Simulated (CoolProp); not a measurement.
Properties of CHF3 (R23) along the isotherm 475 K.

Model: reference Helmholtz-energy equation of state, Penoncello 2003, in CoolProp.

```csv
p (kPa),phase,expansivity (1/kK),viscosity (µPa s),conductivity (mW/(m K))
5370,supercritical,___,___,28.6
10700,supercritical,3.512,26.4,34.8
16100,supercritical,___,30.8,41.6
21500,supercritical,3.930,36.4,48.4
26800,supercritical,3.708,___,54.6
32200,supercritical,3.396,___,60.3
37600,supercritical,3.077,55.1,65.3
42900,supercritical,2.794,61.0,69.7
48300,supercritical,2.546,66.8,73.7
```

Fill in the missing entries.


- 5370, expansivity (1/kK): 2.829
- 5370, viscosity (µPa s): 23.6
- 16100, expansivity (1/kK): 3.916
- 26800, viscosity (µPa s): 42.5
- 32200, viscosity (µPa s): 48.9

Viscosity comes from a separate model (Shan 2000). Thermal conductivity comes from a separate model (Shan 2000).
